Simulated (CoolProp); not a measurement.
The fluid at 293.15 K and 1.17 MPa (gas) is heated at constant pressure to 432.7 K. The same conditions are run with several fluids, on thermodynamics alone (safety and materials aside).

Values from CoolProp's reference Helmholtz-energy equation of state of each fluid (methane: Setzmann 1991; oxygen: Schmidt 1985; R13: Platzer 1990; ethylene: Smukala 2000; nitrogen: Span 2000). The equations of Platzer and Polt are older, rougher fits.

```csv
fluid,heat (kJ/kg),final density (kg/m³)
methane,343,___
oxygen,132,10.4
R13,105,34.9
ethylene,256,___
nitrogen,147,___
```

Problem. Some entries are withheld; supply them.

Solution. 
- methane, final density (kg/m³): 5.23
- ethylene, final density (kg/m³): 9.30
- nitrogen, final density (kg/m³): 9.07

Above 300 K oxygen's equation is extrapolated.
